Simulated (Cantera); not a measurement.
An isothermal, constant-pressure homogeneous reactor starts with H2 : O2 : N2 = 1.8 : 1 : 3.1 (molar parts), at 1348 K and 0.286 atm.

Detailed kinetics in Cantera: GRI-Mech 3.0 (53 species, 325 reactions). The temperature is held fixed by assumption; the heat of reaction is taken as removed at once.

x: mole fraction; the columns are a selection and need not sum to one.

| t (s) | x H2 | x O2 | x HO2 | x N2O | x OH |
|---|---|---|---|---|---|
| 0.000800 | 0.0110 | 0.0251 | 1.04e-5 | 3.21e-8 | 0.00305 |
| 0.00284 | 0.00171 | 0.0205 | 5.39e-6 | 5.40e-8 | 0.00104 |
| 0.0101 | (withheld) | 0.0200 | (withheld) | 7.52e-8 | (withheld) |
| 0.0357 | 1.90e-5 | 0.0200 | 1.41e-7 | 8.17e-8 | 0.000113 |
| 0.126 | 3.47e-6 | 0.0200 | 2.92e-8 | 6.90e-8 | 5.01e-5 |
| 0.449 | 1.17e-6 | 0.0200 | 1.49e-8 | 3.12e-8 | 2.91e-5 |
| 1.59 | 9.41e-7 | 0.0200 | 1.39e-8 | (withheld) | 2.59e-5 |
| 5.64 | 9.40e-7 | 0.0200 | 1.39e-8 | 4.56e-9 | 2.59e-5 |
| 20.0 | 9.40e-7 | 0.0200 | 1.39e-8 | 4.56e-9 | 2.59e-5 |

Complete the blanks.


- 0.0101, x H2: 0.000168
- 0.0101, x HO2: 1.06e-6
- 0.0101, x OH: 0.000321
- 1.59, x N2O: 5.52e-9
